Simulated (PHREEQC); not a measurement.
Solution (25 °C): 0.0086 mol/kgw Pb(NO3)2, 3.8e-05 mol/kgw NaHCO3 and 0.05 mol/kgw Na2SO4. Closed to the air; pH follows from the charge balance.

Equilibrium calculation in PHREEQC: ion-association model, phreeqc.dat.

| quantity | before | after |
|---|---|---|
| pH | 5.92 | 5.55 |
| ionic strength (mol/kgw) | 0.139 | 0.139 |
| Na+ (mol/kgw) | 0.0942 | 0.0942 |
| SO4-2 (mol/kgw) | 0.0370 | 0.0370 |
| NaSO4- (mol/kgw) | 0.00581 | 0.00581 |
| PbSO4 (mol/kgw) | 0.00513 | 0.00514 |
| SI of Pb(OH)2 (Pb(OH)2) | +0.57 | -0.17 |
| SI of Anglesite (PbSO4) | +2.76 | +2.76 |

Q: What was changed between the two runs?
A) temperature from 25 to 85 °C
B) temperature from 25 to 75 °C
C) diluted 100-fold with water
D) NaHCO3 left out

A: D, NaHCO3 left out

This is a speciation only: nothing precipitates in the calculation. Some of these states are supersaturated (in Anglesite, Pb(OH)2, for instance).
